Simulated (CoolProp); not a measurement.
Vapour-liquid equilibrium of C2F6 (R116) (1) + propane (2) at -14.65 °C; x and y are mole fractions of (1).

Values from CoolProp's multi-fluid Helmholtz-energy mixture model, Lemmon 2006 and Lemmon 2009; pair parameters Bell 2016.

| x | bubble pressure, mixture model (kPa) | bubble pressure, Raoult's law (kPa) | y, mixture model | y, Raoult's law |
|---|---|---|---|---|
| 0.05 | 517.3 | 341.8 | 0.423 | 0.180 |
| 0.2 | 859.7 | 481.7 | 0.659 | 0.510 |
| 0.35 | 980.3 | 621.6 | 0.711 | 0.691 |
| 0.5 | 1048 | 761.5 | 0.744 | 0.806 |
| 0.65 | 1112 | 901.5 | 0.787 | 0.885 |
| 0.8 | 1175 | 1041 | 0.853 | 0.943 |
| 0.95 | 1221 | 1181 | 0.956 | 0.988 |

The largest gap from Raoult's law is +78.5 % in bubble pressure, at x = 0.2. No azeotrope shows between x = 0.05 and 0.95.

The pair parameters rest on a limited set of measurements; away from them the model extrapolates. With so large a gap from Raoult's law the liquid may split in two, which this calculation doesn't test in full.
